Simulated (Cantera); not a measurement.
# Ignition delay

Mixture: 5.55 % CH₃OH, 18.5 % O₂, 69.3 % N₂, 6.66 % H₂O, at 0.987 atm, adiabatic and at constant pressure. Ignition delay is the time to a rise of 400 K.

Cantera simulation using GRI-Mech 3.0 (53 species, 325 reactions); the numbers are that mechanism's predictions, not measurements. GRI-Mech 3.0 was tuned for natural gas; its chemistry of methanol as a main component is partial and can be far from experiment.

| T0 (K) | delay (ms) |
|---|---|
| 1200 | 9.62 |
| 1275 | 3.08 |
| 1350 | 1.16 |
| 1425 | 0.507 |
| 1500 | 0.252 |
| 1575 | 0.141 |
| 1650 | 0.0879 |

```
Property                                                 Value
--------------------------------------------------  ----------
apparent activation energy between 1500 and 1650 K  140 kJ/mol
```
